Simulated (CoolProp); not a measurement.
Vapour pressure (MPa) of methanol: the reference equation beside estimates from Tc = 513.4 K, pc = 8.216 MPa, ω = 0.565. Clausius-Clapeyron is anchored at 433.1 K with a constant enthalpy of vaporisation of 26.21 kJ/mol.

Values from CoolProp's reference Helmholtz-energy equation of state, de Reuck 1993.

| T (K) | reference | Lee-Kesler | Clausius-Clapeyron | Redlich-Kwong | Soave-Redlich-Kwong |
|---|---|---|---|---|---|
| 400.8 | 0.7906 | 0.8073 | 0.9776 | 1.694 | 0.8130 |
| 405.4 | 0.8933 | 0.9126 | 1.069 | 1.841 | ? |
| 410 | 1.006 | 1.028 | 1.166 | 1.996 | 1.038 |
| 414.6 | 1.131 | 1.155 | 1.270 | 2.160 | 1.167 |
| 419.3 | 1.270 | 1.296 | 1.383 | 2.337 | 1.311 |
| 423.9 | 1.419 | 1.446 | 1.501 | 2.520 | 1.465 |
| 428.5 | 1.581 | 1.610 | 1.625 | 2.712 | 1.633 |
| 433.1 | 1.758 | ? | 1.758 | 2.913 | 1.815 |
| 437.7 | 1.949 | 1.980 | ? | 3.125 | 2.012 |
| 442.3 | 2.157 | 2.188 | 2.045 | 3.347 | 2.225 |
| 446.9 | 2.382 | 2.412 | 2.200 | 3.579 | 2.455 |
| 451.5 | 2.624 | 2.653 | ? | 3.822 | ? |
| 456.1 | 2.885 | 2.913 | ? | 4.075 | 2.969 |
| 460.8 | 3.172 | 3.198 | 2.722 | 4.346 | ? |

Problem. What belongs in the gaps?

Solution. 
- 405.4, Soave-Redlich-Kwong: 0.9200
- 433.1, Lee-Kesler: 1.788
- 437.7, Clausius-Clapeyron: 1.897
- 451.5, Clausius-Clapeyron: 2.364
- 451.5, Soave-Redlich-Kwong: 2.703
- 456.1, Clausius-Clapeyron: 2.537
- 460.8, Soave-Redlich-Kwong: 3.261

Absolute difference from the reference over all 14 rows, mean and median: Lee-Kesler 1.7 and 1.8 %, Clausius-Clapeyron 10.0 and 9.4 %, Redlich-Kwong 71.3 and 68.6 %, Soave-Redlich-Kwong 3.1 and 3.2 %.
